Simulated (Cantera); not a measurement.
## Adiabatic ignition

An adiabatic, constant-pressure homogeneous reactor starts with H₂ : O₂ : N₂ = 1 : 0.926 : 3.48 (molar parts), equivalence ratio 0.54, at 1200 K and 16500 Torr.

Cantera simulation using the H2/O2 subset of GRI-Mech 3.0, which has no nitrogen chemistry; the numbers are that mechanism's predictions, not measurements. The hydrogen kinetics of GRI-Mech 3.0 are dated; newer H2 mechanisms differ, most at raised pressure. The pressure lies above the range GRI-Mech 3.0 was tuned for (to about 10 atm).

```csv
t (s),T (K),x H₂,x O₂,x OH,x H,x H₂O₂,x H₂O
7.00e-6,1200,0.185,0.171,6.16e-10,3.67e-9,7.13e-8,2.85e-7
1.62e-5,1200,0.185,0.171,1.51e-9,7.27e-9,3.86e-7,1.15e-6
3.76e-5,1200,0.185,0.171,7.49e-9,2.90e-8,2.75e-6,8.85e-6
8.71e-5,1202,0.185,0.171,1.59e-7,4.63e-7,6.66e-5,0.000248
0.000202,2473,0.000764,0.0849,0.00691,0.000132,1.81e-6,0.199
0.000468,2473,0.000764,0.0849,0.00691,0.000132,1.81e-6,0.199
0.00108,2473,0.000764,0.0849,0.00691,0.000132,1.81e-6,0.199
0.00251,2473,0.000764,0.0849,0.00691,0.000132,1.81e-6,0.199
0.00582,2473,0.000764,0.0849,0.00691,0.000132,1.81e-6,0.199
0.0135,2473,0.000764,0.0849,0.00691,0.000132,1.81e-6,0.199
0.0312,2473,0.000764,0.0849,0.00691,0.000132,1.81e-6,0.199
0.0723,2473,0.000764,0.0849,0.00691,0.000132,1.81e-6,0.199
0.168,2473,0.000764,0.0849,0.00691,0.000132,1.81e-6,0.199
0.388,2473,0.000764,0.0849,0.00691,0.000132,1.81e-6,0.199
0.900,2473,0.000764,0.0849,0.00691,0.000132,1.81e-6,0.199
```
x: mole fraction; the columns are a selection and need not sum to one.

```
Quantity                                                               Value
---------------------------------  -----------------------------------------
time of steepest temperature rise                                   0.150 ms
temperature at 0.900 s                                                2473 K
equilibrium temperature                                               2473 K
x(H₂) at 0.900 s                   0.000764 (gas-phase equilibrium 0.000764)
x(O₂) at 0.900 s                       0.0849 (gas-phase equilibrium 0.0849)
x(OH) at 0.900 s                     0.00691 (gas-phase equilibrium 0.00691)
```
